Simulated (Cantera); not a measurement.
Charge: 1 mol TEOS, 0.72 mol O₃, held at 500 K and 10.0 mbar.

Equilibrium computed with Cantera from the NASA thermochemical tables; the gas is ideal and each condensed phase is pure. Candidate condensed phases: C, C₆H₆, C₇H₈, C₈H₁₈, H₂O, Si, SiC, SiO₂; 123 gas species. The feed counts by its element totals alone. Rates play no part.

Base state: H₂O 0.462, CH₄ 0.371, H₂ 0.122, CO₂ 0.0446, CO 8.57e-5 (mole fractions); condensed: C(graphite) + SiO₂(α-quartz).

Question: What changes in the equilibrium state with this change: temperature from 500 K to 625 K?

Answer: 
```csv
species,before,after
H₂,0.122,0.517
H₂O,0.462,0.267
CH₄,0.371,0.129
CO₂,0.0446,0.0797
CO,8.57e-5,0.00745
"C(graphite), mol",4.87,5.92
"SiO₂(α-quartz), mol",1.00,1.00
```

Question: What changes in the equilibrium state with this change: O₃ from 0.72 to 3.7 mol?

Answer: 
```
species               before     after
-------------------  -------  --------
H₂O                    0.462     0.577
CO₂                   0.0446     0.260
CH₄                    0.371    0.0991
H₂                     0.122    0.0630
CO                   8.57e-5  0.000207
C(graphite), mol        4.87      3.71
SiO₂(α-quartz), mol     1.00      1.00
```
